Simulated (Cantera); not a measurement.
Mixture: CH₄ : CO : O₂ : N₂ = 1 : 0.43 : 1.85 : 6.94 (molar parts), at 1.78 atm, adiabatic and at constant pressure. Ignition delay is the time to a rise of 400 K.

Model: GRI-Mech 3.0 (53 species, 325 reactions), integrated in Cantera.

Problem. What does this change do: pressure from 1.78 atm to 1.58 atm?

Solution. 
| quantity | before | after |
|---|---|---|
| delay at 1000 K | 1.21 s | 1.36 s |
| delay at 1100 K | 0.199 s | 0.222 s |
| delay at 1200 K | 40.4 ms | 44.6 ms |
| delay at 1300 K | 9.71 ms | 10.6 ms |
| delay at 1400 K | 2.69 ms | 2.93 ms |
| apparent activation energy between 1300 and 1400 K | 190 kJ/mol | 190 kJ/mol |

Problem. What does this change do: O2 1.85 to 1 parts?

Solution. 
```tsv
quantity	before	after
delay at 1000 K	1.21 s	3.86 s
delay at 1100 K	0.199 s	0.606 s
delay at 1200 K	40.4 ms	0.119 s
delay at 1300 K	9.71 ms	27.2 ms
delay at 1400 K	2.69 ms	7.06 ms
apparent activation energy between 1300 and 1400 K	190 kJ/mol	200 kJ/mol
```

Problem. What does this change do: CO 0.43 to 0.27 parts?

Solution. 
```csv
quantity,before,after
delay at 1000 K,1.21 s,1.01 s
delay at 1100 K,0.199 s,0.173 s
delay at 1200 K,40.4 ms,36.3 ms
delay at 1300 K,9.71 ms,9.00 ms
delay at 1400 K,2.69 ms,2.56 ms
apparent activation energy between 1300 and 1400 K,190 kJ/mol,190 kJ/mol
```
